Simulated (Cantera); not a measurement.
A perfectly stirred reactor is fed with 1.86 % H2, 98.1 % O2, equivalence ratio 0.0095, at 0.0263 atm; it is held at 1450 K, and followed from long to short residence time.

Cantera simulation using GRI-Mech 3.0 (53 species, 325 reactions); the numbers are that mechanism's predictions, not measurements. Radical loss at walls, strong at low pressure, is not modelled.

x: mole fraction; the columns are a selection and need not sum to one.

| τ (s) | x H2 | x O2 | x HO2 | x H2O2 | x H2O | x H |
|---|---|---|---|---|---|---|
| 3.7 | 1.43e-5 | 0.980 | 2.58e-7 | 8.88e-9 | 0.0184 | 1.43e-5 |
| 1.5 | 2.47e-5 | 0.979 | 3.76e-7 | 1.21e-8 | 0.0183 | 3.37e-5 |
| 0.62 | 4.14e-5 | 0.978 | 5.25e-7 | 1.59e-8 | 0.0181 | 7.47e-5 |
| 0.25 | 6.86e-5 | 0.975 | 7.06e-7 | 2.00e-8 | 0.0178 | 0.000158 |
| 0.10 | 0.000111 | 0.973 | 8.95e-7 | 2.40e-8 | 0.0175 | 0.000299 |
| 0.043 | 0.000171 | 0.970 | 1.05e-6 | 2.73e-8 | 0.0172 | 0.000471 |
| 0.018 | 0.000275 | 0.967 | 1.18e-6 | 3.03e-8 | 0.0168 | 0.000652 |
| 0.0072 | 0.000497 | 0.966 | 1.30e-6 | 3.40e-8 | 0.0163 | 0.000812 |
| 0.0030 | (withheld) | 0.965 | (withheld) | (withheld) | 0.0156 | (withheld) |
| 0.0012 | 0.00206 | 0.966 | 1.55e-6 | 4.74e-8 | 0.0142 | 0.00107 |
| 0.00050 | (withheld) | 0.968 | 1.64e-6 | (withheld) | (withheld) | 0.00110 |

Q: Some entries are withheld; supply them.

A: 
- 0.0030, x H2: 0.000965
- 0.0030, x HO2: 1.41e-6
- 0.0030, x H2O2: 3.93e-8
- 0.0030, x H: 0.000946
- 0.00050, x H2: 0.00431
- 0.00050, x H2O2: 5.44e-8
- 0.00050, x H2O: 0.0117
